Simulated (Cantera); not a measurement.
Input (Python, Cantera) and output of one run.

```python
import numpy as np
import cantera as ct

gas_names = """
    CL CL2 H HCL H2 N NH NH2 NH3 N2 N2H2 N2H4 Si SiCL SiCL2 SiCL3 SiCL4 SiH SiHCL3 SiH2 SiH2CL2 SiH3
    SiH3CL SiH4 SiN Si2 Si2N Si3
""".split()
cond_names = """
    NH4CL(a) NH4CL(b) Si(cr) Si(L) Si3N4(a)
""".split()


# ... load() reads the species with a 1 bar reference pressure and builds the phases ...
atoms = {
    'Si2Cl6': {'Si': 2, 'CL': 6},
    'NH3': {'N': 1, 'H': 3},
    'N2': {'N': 2},
}
top_T = {'Si3N4(a)': 2400}  # K; cautious upper limits of use, not melting points


# ... equilibrate(T, P, feed) seeds the gas with the atoms and calls Mixture.equilibrate('TP', solver="vcs", rtol=1e-11, max_steps=5000) ...
results = []
feed = {'Si2Cl6': 1, 'NH3': 8.7, 'N2': 83}  # mol
P = 250  # Pa
for T in [900, 1000, 1100, 1200, 1300, 1400, 1500, 1600, 1700, 1800, 1900]:
    mix = equilibrate(T, P, feed)
    results.append((T, P, feed, dict(zip(mix.species_names, mix.species_moles))))

top = {s: max(r[3][s] / sum(r[3][g] for g in gas_names) for r in results) for s in gas_names}
cols = sorted((s for s in top if top[s] > 0.001), key=lambda s: -top[s])[:8]
seen = [c for c in cond_names if any(r[3].get(c, 0) > 1e-12 for r in results)]
print("log10 of partial pressures in bar; condensed amounts in mol")
print(f"{'T/K':>10s}" + "".join(f"{s[:9]:>10s}" for s in cols + seen))
for T, P, feed, n in results:
    ng = sum(n[g] for g in gas_names)
    print(f"{T:10.4g}" + "".join(f"{np.log10(max(n[s] / ng * P / 1e5, 1e-99)):10.3f}" for s in cols)
          + "".join(f"{n.get(c, 0):10.4g}" for c in seen))
```

It prints:

```
log10 of partial pressures in bar; condensed amounts in mol
       T/K        N2        H2       HCL     SiCL2         H        Si     Si(L)  Si3N4(a)
       900    -2.676    -3.608    -3.835   -10.781   -11.736   -25.203         0    0.6637
      1000    -2.676    -3.608    -3.834    -9.237   -10.448   -21.158         0    0.6647
      1100    -2.676    -3.608    -3.834    -7.978    -9.392   -17.853         0    0.6651
      1200    -2.676    -3.608    -3.835    -6.934    -8.509   -15.104         0    0.6636
      1300    -2.676    -3.607    -3.840    -6.064    -7.760   -12.781         0    0.6529
      1400    -2.676    -3.601    -3.862    -5.363    -7.114   -10.795         0    0.6046
      1500    -2.676    -3.586    -3.928    -4.862    -6.548    -9.077         0    0.4753
      1600    -2.676    -3.566    -4.048    -4.558    -6.047    -7.577         0    0.2833
      1700    -2.676    -3.548    -4.203    -4.391    -5.606    -6.256         0   0.09124
      1800    -2.677    -3.551    -4.216    -4.390    -5.222    -5.498    0.1161         0
      1900    -2.679    -3.565    -4.165    -4.449    -4.883    -5.015         0         0
```

Equilibrium computed with Cantera from the NASA thermochemical tables; the gas is ideal and each condensed phase is pure. The feed counts by its element totals alone. The tables' values for SiCl, SiCl3, SiN are old estimates; treat these amounts as uncertain.
